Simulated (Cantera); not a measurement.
## Iron carbonyl, mercury and lead vapours: Pb + N2 + H2

Input: 1 mol Pb, 23 mol N2, 0.57 mol H2, at 0.465 Torr.

These are equilibrium values from Cantera (NASA tables, ideal gas, pure condensed phases), not measurements of a reactor. Candidate condensed phases: Pb; 11 gas species. Equilibrium is a limit: real reactors are often held back by kinetics, nucleation or transport.

```json
[
 {"T (K)": "575", "x N2": "0.976", "x Pb": "1.55e-9", "x H2": "0.0242", "x H": "<1e-12", "n Pb(s)": "1.00", "n Pb(l)": "0"},
 {"T (K)": "650", "x N2": "0.976", "x Pb": "1.51e-7", "x H2": "0.0242", "x H": "<1e-12", "n Pb(s)": "0", "n Pb(l)": "1.000"},
 {"T (K)": "725", "x N2": "0.976", "x Pb": "5.44e-6", "x H2": "0.0242", "x H": "<1e-12", "n Pb(s)": "0", "n Pb(l)": "1.000"},
 {"T (K)": "800", "x N2": "0.976", "x Pb": "9.91e-5", "x H2": "0.0242", "x H": "1.81e-11", "n Pb(s)": "0", "n Pb(l)": "0.998"},
 {"T (K)": "875", "x N2": "0.975", "x Pb": "0.00109", "x H2": "0.0242", "x H": "3.13e-10", "n Pb(s)": "0", "n Pb(l)": "0.974"},
 {"T (K)": "950", "x N2": "0.968", "x Pb": "0.00812", "x H2": "0.0240", "x H": "3.46e-9", "n Pb(s)": "0", "n Pb(l)": "0.807"},
 {"T (K)": "1025", "x N2": "0.936", "x Pb": "0.0407", "x H2": "0.0232", "x H": "2.66e-8", "n Pb(s)": "0", "n Pb(l)": "0"},
 {"T (K)": "1100", "x N2": "0.936", "x Pb": "0.0407", "x H2": "0.0232", "x H": "1.58e-7", "n Pb(s)": "0", "n Pb(l)": "0"},
 {"T (K)": "1175", "x N2": "0.936", "x Pb": "0.0407", "x H2": "0.0232", "x H": "7.50e-7", "n Pb(s)": "0", "n Pb(l)": "0"},
 {"T (K)": "1250", "x N2": "0.936", "x Pb": "0.0407", "x H2": "0.0232", "x H": "2.96e-6", "n Pb(s)": "0", "n Pb(l)": "0"},
 {"T (K)": "1325", "x N2": "0.936", "x Pb": "0.0407", "x H2": "0.0232", "x H": "1.00e-5", "n Pb(s)": "0", "n Pb(l)": "0"},
 {"T (K)": "1400", "x N2": "0.936", "x Pb": "0.0407", "x H2": "0.0232", "x H": "2.97e-5", "n Pb(s)": "0", "n Pb(l)": "0"},
 {"T (K)": "1475", "x N2": "0.936", "x Pb": "0.0407", "x H2": "0.0232", "x H": "7.93e-5", "n Pb(s)": "0", "n Pb(l)": "0"},
 {"T (K)": "1550", "x N2": "0.936", "x Pb": "0.0407", "x H2": "0.0231", "x H": "0.000192", "n Pb(s)": "0", "n Pb(l)": "0"}
]
```
x: gas mole fraction; n: condensed amount in mol.

At 575 K the condensed part is Pb(s). From 650 K to 950 K the condensed part is Pb(l). From 1025 K to 1550 K nothing is condensed.
